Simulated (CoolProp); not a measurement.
Model: reference Helmholtz-energy equation of state, Lemmon 2006, in CoolProp. It is a short technical equation, of lower accuracy than the large ones.

Task: For carbonyl sulfide, give the phase and the density (kg/m³), expansivity (1/kK) at 203.8 K and 247 bar; 222.2 K and 247 bar.

Result: 
- 203.8 K and 247 bar: liquid; density 1240, expansivity 1.46
- 222.2 K and 247 bar: liquid; density 1210, expansivity 1.52
